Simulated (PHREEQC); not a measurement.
Copper plating or etch bath (model solution)

Consider water at 67 °C with 12 mmol/kgw CuSO4. Closed to the air; pH follows from the charge balance.

All values are PHREEQC results (ion-association model, phreeqc.dat), not measurements.

No solid was allowed to form.

**Question.** What pH, ionic strength does the model give?

**Answer.** pH 4.44; ionic strength 0.0315 mol/kgw.

**Question.** In which forms is S present?

**Answer.** SO4-2 66 %, CuSO4 34 % of the S.

Constants without temperature data keep their 25 °C values here.
